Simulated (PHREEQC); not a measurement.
A solution holds 0.037 mol/kgw ZnCl2, 0.002 mol/kgw Na2SO4 and 3.9e-05 mol/kgw H2SO4, at 25 °C. Closed to the air; pH follows from the charge balance.

All values are PHREEQC results (ion-association model, phreeqc.dat), not measurements.

The ionic strength comes out as 0.108 mol/kgw. What activity coefficients do Zn+2, Cl-, H+, ZnCl3-, HSO4- get?

Zn+2 0.37, Cl- 0.76, H+ 0.82, ZnCl3- 0.76, HSO4- 0.78.

This is a speciation only: nothing precipitates in the calculation. Species that the database lacks are ignored.
